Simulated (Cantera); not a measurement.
An isothermal, constant-pressure homogeneous reactor starts with CH₄ : CO₂ = 1 : 0.35 (molar parts), at 1725 K and 2.47 atm.

Model: GRI-Mech 3.0 (53 species, 325 reactions), integrated in Cantera. GRI-Mech 3.0 stops at C3 and has no aromatics, soot or wall deposition, so with more carbon than oxygen in the feed, carbon stays in small species such as C2H2 where larger ones or solid carbon would form.

x: mole fraction; the columns are a selection and need not sum to one.

```tsv
t (s)	x CH₄	x CO₂	x CH₂	x CH₃	x H	x H₂O
0.00100	0.518	0.224	2.15e-7	?	2.81e-5	0.00555
0.00271	0.353	0.180	1.43e-7	?	4.44e-5	0.0228
0.00737	0.196	0.110	1.11e-7	?	5.95e-5	0.0669
0.0200	0.0889	0.0343	1.01e-7	?	7.21e-5	0.119
0.0543	0.0488	0.0119	8.04e-8	?	8.17e-5	0.113
0.147	0.0427	0.00851	5.39e-8	?	8.54e-5	0.0752
0.400	0.0396	0.00407	3.17e-8	?	8.83e-5	0.0326
1.09	0.0373	0.000759	2.08e-8	0.000117	9.01e-5	0.00577
2.95	0.0368	1.21e-5	1.88e-8	0.000115	9.05e-5	9.12e-5
8.00	0.0368	4.95e-7	1.88e-8	0.000115	9.05e-5	3.77e-6
```

Q: Fill in the missing entries.

A: 
- 0.00100, x CH₃: 0.00157
- 0.00271, x CH₃: 0.00101
- 0.00737, x CH₃: 0.000588
- 0.0200, x CH₃: 0.000295
- 0.0543, x CH₃: 0.000170
- 0.147, x CH₃: 0.000143
- 0.400, x CH₃: 0.000128
